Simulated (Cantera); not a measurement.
An isothermal, constant-pressure homogeneous reactor starts with 59.2 % NO, 32.5 % N₂, 8.28 % H₂O, at 1725 K and 0.133 bar.

Model: GRI-Mech 3.0 (53 species, 325 reactions), integrated in Cantera.

Problem. Predict: x(NO) at 5.00 s; x(N₂O) at 5.00 s; x(O₂) at 5.00 s; x(NO₂) at 5.00 s; x(O) at 5.00 s; x(N₂) at 5.00 s.

Solution. 
```json
{
  "x(NO) at 5.00 s": "0.536 (gas-phase equilibrium 0.00336)",
  "x(N₂O) at 5.00 s": "6.87e-5 (gas-phase equilibrium 6.32e-8)",
  "x(O₂) at 5.00 s": "0.0273 (gas-phase equilibrium 0.294)",
  "x(NO₂) at 5.00 s": "0.000207 (gas-phase equilibrium 4.28e-6)",
  "x(O) at 5.00 s": "2.82e-5 (gas-phase equilibrium 8.67e-5)",
  "x(N₂) at 5.00 s": "0.353 (gas-phase equilibrium 0.619)"
}
```
